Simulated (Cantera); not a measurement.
An adiabatic, constant-pressure homogeneous reactor starts with CH4 : O2 : N2 = 1 : 2.9 : 10.9 (molar parts), equivalence ratio 0.69, at 1200 K and 620000 Pa.

Detailed kinetics in Cantera: GRI-Mech 3.0 (53 species, 325 reactions).

Task: Predict: time of steepest temperature rise; temperature at 0.300 s; equilibrium temperature; x(O2) at 0.300 s; x(CO) at 0.300 s.

Result: 
```
Property                                                             Value
---------------------------------  ---------------------------------------
time of steepest temperature rise                                  6.66 ms
temperature at 0.300 s                                              2483 K
equilibrium temperature                                             2483 K
x(O2) at 0.300 s                     0.0551 (gas-phase equilibrium 0.0551)
x(CO) at 0.300 s                   0.00367 (gas-phase equilibrium 0.00367)
```
